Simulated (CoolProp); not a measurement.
Vapour-liquid equilibrium of isobutane (1) + n-butane (2) at 3.73 bar; x and y are mole fractions of (1).

The numbers come from the multi-fluid Helmholtz-energy mixture model, Bücker 2006 and Bücker 2006; pair parameters Kunz 2012 in CoolProp.

```tsv
x	bubble temperature (°C)	y at the bubble point	dew temperature at overall composition x (°C)	liquid density (mol/L)
0.05	38.8	0.067	38.9	9.554
0.2	36.7	0.253	37.3	9.537
0.35	34.8	0.422	35.6	9.518
0.5	32.9	0.577	33.8	9.498
0.65	31.1	0.717	32.0	9.476
0.8	29.4	0.846	30.0	9.455
0.95	27.7	0.963	27.9	9.434
```

No azeotrope shows between x = 0.05 and 0.95.

Pair parameters are fitted to limited data, so mixtures are less certain than the pure fluids.
